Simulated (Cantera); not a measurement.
Cantera run, input and output.

```python
import numpy as np
import cantera as ct

gas = ct.Solution("gri30.yaml")
gas.TPX = 1775, 100000, {'NO': 1, 'N2': 0.26, 'H2O': 0.031}
reactor = ct.IdealGasConstPressureReactor(gas, energy="off", clone=False)
net = ct.ReactorNet([reactor])
net.rtol, net.atol = 1e-08, 1e-18
show = ['NO', 'O', 'N2', 'NO2', 'O2', 'N2O']
times = np.geomspace(0.0005, 90, 14)

steps = ct.SolutionArray(gas, extra=["t"])
rows = []
print(f"{'t/s':>10s}{'T/K':>9s}{'P/Pa':>11s}" + "".join(f"{s:>11s}" for s in show))
for t in times:
    while net.time < t:
        t_next = net.step()
        steps.append(gas.state, t=t_next)
    rows.append([np.interp(t, steps.t, y) for y in (steps.T, steps.P, *steps(*show).X.T)])
    print(f"{t:10.3e}{rows[-1][0]:9.1f}{rows[-1][1]:11.4g}" + "".join(f"{x:11.3e}" for x in rows[-1][2:]))
rate = np.gradient(steps.T, steps.t)
print("integrator steps:", len(steps.t))
if steps.T.max() > steps.T[0] + 200:
    print(f"time of steepest temperature rise: {steps.t[rate.argmax()]:.4e} s")
gas.TPX = 1775, 100000, {'NO': 1, 'N2': 0.26, 'H2O': 0.031}
gas.equilibrate("TP")
print(f"equilibrium (TP): T = {gas.T:.1f} K  " + "  ".join(f"{s} {gas[s].X[0]:.3e}" for s in show))
```

It prints:

```
       t/s      T/K       P/Pa         NO          O         N2        NO2         O2        N2O
 5.000e-04   1775.0      1e+05  7.744e-01  1.972e-06  2.014e-01  5.579e-05  2.054e-06  4.890e-05
 1.268e-03   1775.0      1e+05  7.742e-01  3.868e-06  2.014e-01  1.338e-04  2.195e-05  1.031e-04
 3.217e-03   1775.0      1e+05  7.738e-01  5.914e-06  2.016e-01  2.278e-04  1.466e-04  1.734e-04
 8.161e-03   1775.0      1e+05  7.726e-01  7.224e-06  2.021e-01  2.892e-04  6.509e-04  2.106e-04
 2.070e-02   1775.0      1e+05  7.698e-01  8.313e-06  2.036e-01  3.384e-04  2.036e-03  2.125e-04
 5.251e-02   1775.0      1e+05  7.626e-01  1.035e-05  2.071e-01  4.285e-04  5.540e-03  2.087e-04
 1.332e-01   1775.0      1e+05  7.449e-01  1.395e-05  2.159e-01  5.805e-04  1.424e-02  1.988e-04
 3.379e-01   1775.0      1e+05  7.032e-01  1.982e-05  2.368e-01  7.974e-04  3.494e-02  1.761e-04
 8.570e-01   1775.0      1e+05  6.137e-01  2.840e-05  2.815e-01  1.016e-03  7.950e-02  1.327e-04
 2.174e+00   1775.0      1e+05  4.578e-01  3.896e-05  3.594e-01  1.052e-03  1.574e-01  7.285e-05
 5.514e+00   1775.0      1e+05  2.657e-01  4.888e-05  4.556e-01  7.720e-04  2.537e-01  2.430e-05
 1.399e+01   1775.0      1e+05  1.126e-01  5.551e-05  5.323e-01  3.730e-04  3.306e-01  4.486e-06
 3.548e+01   1775.0      1e+05  3.564e-02  5.856e-05  5.708e-01  1.248e-04  3.692e-01  6.370e-07
 9.000e+01   1775.0      1e+05  1.082e-02  5.951e-05  5.832e-01  3.850e-05  3.817e-01  2.537e-07
integrator steps: 1697
equilibrium (TP): T = 1775.0 K  NO 4.473e-03  O 5.975e-05  N2 5.864e-01  NO2 1.599e-05  O2 3.849e-01  N2O 2.226e-07
```

Model: GRI-Mech 3.0 (53 species, 325 reactions), integrated in Cantera.
